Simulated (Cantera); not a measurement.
**Gas activation for diamond growth**

An isothermal, constant-pressure homogeneous reactor starts with CH4 : H2 : CO2 = 0.013 : 1 : 0.018 (molar parts), at 2425 K and 1330 Pa.

Model: GRI-Mech 3.0 (53 species, 325 reactions), integrated in Cantera. Radical loss at walls, strong at low pressure, is not modelled.

| t (s) | x CH4 | x H2 | x CO2 | x HCO | x H |
|---|---|---|---|---|---|
| 9.00e-5 | 0.0124 | 0.969 | 0.0174 | 1.68e-10 | 0.000727 |
| 0.000232 | 0.0121 | 0.968 | 0.0172 | 3.58e-9 | 0.00191 |
| 0.000598 | 0.0114 | 0.964 | 0.0162 | 3.49e-8 | 0.00488 |
| 0.00154 | 0.00967 | 0.952 | 0.0108 | 1.60e-7 | 0.0117 |
| 0.00398 | 0.00526 | 0.934 | 0.00120 | 2.76e-7 | 0.0226 |
| 0.0102 | 0.00130 | 0.928 | 5.10e-5 | 1.47e-7 | 0.0315 |
| 0.0264 | 0.000399 | 0.922 | 4.89e-5 | 7.37e-8 | 0.0392 |
| 0.0681 | 0.000184 | 0.915 | 4.09e-5 | 4.76e-8 | 0.0494 |
| 0.176 | 3.63e-5 | 0.901 | 2.74e-5 | 2.04e-8 | 0.0657 |
| 0.453 | 1.73e-8 | 0.873 | 2.35e-5 | 1.04e-8 | 0.0947 |
| 1.17 | 4.49e-12 | 0.839 | 2.33e-5 | 8.66e-9 | 0.130 |
| 3.01 | 3.06e-12 | 0.827 | 2.32e-5 | 8.21e-9 | 0.142 |
| 7.76 | 3.03e-12 | 0.826 | 2.32e-5 | 8.20e-9 | 0.142 |
| 20.0 | 3.03e-12 | 0.826 | 2.32e-5 | 8.20e-9 | 0.142 |
x: mole fraction; the columns are a selection and need not sum to one.

Equilibrium at this temperature and pressure: CH4 3.19e-12, H2 0.826, CO2 2.32e-5, HCO 8.20e-9, H 0.142 (gas phase only).
